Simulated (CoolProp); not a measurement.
Saturation properties of R152A.

Computed with CoolProp (reference Helmholtz-energy equation of state, Outcalt 1996). It is a modified Benedict-Webb-Rubin equation, recast in Helmholtz form.

```tsv
T (K)	p (kPa)	liquid density (kg/m³)	vapour density (kg/m³)	enthalpy of vaporisation (kJ/kg)	liquid conductivity (mW/(m K))
242.8	75.93	1024	2.575	335.5	127
258.2	149.0	992.0	4.854	321.7	120
273.7	269.2	957.9	8.518	306.6	112
289.1	452.0	921.9	14.06	290.0	105
304.6	718.9	882.8	22.26	271.3	98.2
320	1087	840.1	34.06	250.2	91.6
335.5	1585	791.5	51.27	225.3	85.0
350.9	2233	734.5	76.68	195.3	78.5
366.4	3071	661.0	117.8	155.7	72.0
```

It boils at 249.1 K under 1 atm.

Thermal conductivity comes from a separate model (Krauss 1996).
